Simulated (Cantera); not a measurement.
Premixed flame

A freely propagating, adiabatic, planar premixed flame of H₂ : O₂ : N₂ = 1 : 0.538 : 2.02 (molar parts), equivalence ratio 0.93, unburnt at 325 K and 101000 Pa; multicomponent transport, grid criteria slope 0.08 and curve 0.16, no radiation.

Model: the H2/O2 subset of GRI-Mech 3.0, which has no nitrogen chemistry, integrated in Cantera. Burning velocities carry a grid error of a few per cent, more on coarse grids.

```
z (mm)   T (K)  u (m/s)    x H₂    x O₂     x HO₂    x H₂O₂     x H₂O      x OH
-------  -----  -------  ------  ------  --------  --------  --------  --------
-1.03      325     2.38   0.281   0.151     <1e-8     <1e-8     <1e-8     <1e-8
-0.684     325     2.38   0.281   0.151     <1e-8     <1e-8     <1e-8     <1e-8
-0.513     325     2.38   0.281   0.151     <1e-8     <1e-8   4.00e-8     <1e-8
-0.342     325     2.38   0.281   0.151   9.26e-8   1.31e-8   1.01e-6     <1e-8
-0.171     337     2.44   0.273   0.153   3.63e-5   5.73e-6  0.000309   2.97e-6
-0.0855    563     3.94   0.237   0.151  0.000445  0.000110    0.0167  0.000818
0         1043     7.05   0.158   0.123  0.000144   2.56e-5    0.0866   0.00181
0.0855    1394     9.28  0.0780  0.0728   6.56e-5   4.94e-6     0.180   0.00601
0.171     1584     10.5  0.0440  0.0443   3.50e-5   2.80e-6     0.228    0.0102
0.342     1766     11.6  0.0334  0.0326   2.07e-5   1.34e-6     0.250    0.0135
0.684     1934     12.6  0.0294  0.0279   1.34e-5   6.75e-7     0.263    0.0148
1.37      2078     13.4  0.0238  0.0238   8.35e-6   4.05e-7     0.277    0.0144
2.74      2192     14.0  0.0174  0.0205   5.09e-6   2.80e-7     0.291    0.0127
```
x: mole fraction of selected species; z is measured from the peak of heat release.

The laminar burning velocity is 238 cm/s, the thermal thickness is 0.342 mm and the peak x(HO₂) is 0.000492. The peak x(H₂O₂) comes out as 0.000112, the peak x(OH) comes out as 0.0148 and the grid points is 110.
